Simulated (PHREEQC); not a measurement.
Dissolve 5.8 mmol/kgw ZnCl2, 0.49 mmol/kgw NaOH and 0.69 mmol/kgw MnSO4 at 25 °C. Closed to the air; pH follows from the charge balance.

Equilibrium calculation in PHREEQC: ion-association model, wateq4f.dat.

Each row changes one thing in this solution. This is a speciation only: nothing precipitates in the calculation.

```tsv
case	pH	ionic strength (mol/kgw)	Zn+2 (mol/kgw)	Mn+2 (mol/kgw)	SO4-2 (mol/kgw)	ZnOH+ (mol/kgw)	SI of Zincite(c) (ZnO)
as made	7.73	0.0186	0.00513	0.000652	0.000468	0.000209	+1.81
temperature from 25 to 80 °C	6.63	0.0174	0.00450	0.000633	0.000435	0.000482	+2.04
ZnCl2 from 0.0058 to 0.00522 mol/kgw	7.76	0.0170	0.00458	0.000652	0.000478	0.000203	+1.84
diluted 5-fold with water	7.68	0.00387	0.00106	0.000135	0.000119	4.64e-5	+1.14
diluted 2-fold with water	7.71	0.00949	0.00261	0.000332	0.000264	0.000111	+1.53
ZnCl2 from 0.0058 to 0.00058 mol/kgw	8.44	0.00395	0.000278	0.000642	0.000623	6.94e-5	+2.07
```

Some of these states are supersaturated (in Zn5(OH)8Cl2, Zn(OH)2-e, Zincite(c) (slow to form), for instance). At this temperature some constants are extrapolated from 25 °C, and those without enthalpy data are left unchanged.
